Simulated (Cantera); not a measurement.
A closed system holds: 1 mol BCl3, 170 mol H2, at 1773 K and 0.100 bar.

Method: chemical equilibrium by Gibbs-energy minimisation in Cantera with the NASA 1993 tables (ideal gas, pure condensed phases). Candidate condensed phases: B; 13 gas species. The tables' values for BCl, BH2 are old estimates; treat these amounts as uncertain. Kinetics and transport are ignored.

Base state: H2 0.982, HCl 0.0172, H 0.000891, BCl 0.000217, BH2 0.000105, Cl 1.20e-5 (mole fractions); condensed: B(s).

**Question.** What changes in the equilibrium state with this change: BCl3 replaced by borazine?

**Answer.** 
```csv
species,before,after
H2,0.982,0.999
H,0.000891,0.000899
BH2,0.000105,8.22e-5
HCl,0.0172,0
BCl,0.000217,0
N2,0,4.34e-5
Cl,1.20e-5,0
"B(s), mol",0.943,0
"BN(s), mol",0,2.98
```
The feed counts by its element totals alone. The tables' values for BH2 are old estimates; treat these amounts as uncertain. Further candidate phases: BN.
